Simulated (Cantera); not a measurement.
Charge: 1 mol TiO2, 2.7 mol H2, equilibrated at 2023.15 K and 0.0320 bar.

Method: chemical equilibrium by Gibbs-energy minimisation in Cantera with the NASA 1993 tables (ideal gas, pure condensed phases). Candidate condensed phases: H2O, Ti, TiO, TiO2, Ti2O3, Ti3O5, Ti4O7; 12 gas species. Condensed phases not in the tables: Magnéli phases beyond Ti4O7. The numbers say what is thermodynamically allowed, not how fast it happens.

What is the equilibrium state?


| Quantity | Result |
|---|---|
| x(H2) | 0.898 |
| x(H2O) | 0.0920 |
| x(H) | 0.0101 |
| x(OH) | 0.000108 |
| x(TiO2) | 6.91e-6 |
| n(Ti4O7(l)) | 0.250 mol |
| gas amount | 2.714 mol |
| log10 activity of Ti3O5(s) (absent) | -0.12 |
| log10 activity of Ti2O3(s) (absent) | -0.56 |
| log10 activity of Ti(l) (absent) | -6.27 |
